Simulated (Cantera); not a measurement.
Feed: 1 mol HMDSO, 0.51 mol O3, 0.95 mol H2, 4.4 mol O2, equilibrated at 1425 K and 0.0900 bar.

These are equilibrium values from Cantera (NASA tables, ideal gas, pure condensed phases), not measurements of a reactor. The feed counts by its element totals alone. The tables hold silica as quartz up to 1696 K and as liquid above; real silica turns to tridymite and cristobalite and melts near 1996 K. Kinetics and transport are ignored.

```csv
species,before,after
H2,0.559,0.724
CO,0.358,0.225
H2O,0.0651,0.0450
CO2,0.0183,0.00614
H,1.70e-5,1.94e-5
"SiO2(β-quartz), mol",2.00,2.00
```
Gas species are given as mole fractions.

What was changed between the two runs?
A. O2 from 4.4 to 1.6 mol
B. O2 from 4.4 to 3.3 mol
C. H2 from 0.95 to 11 mol
D. temperature from 1425 K to 2148 K

C, H2 from 0.95 to 11 mol
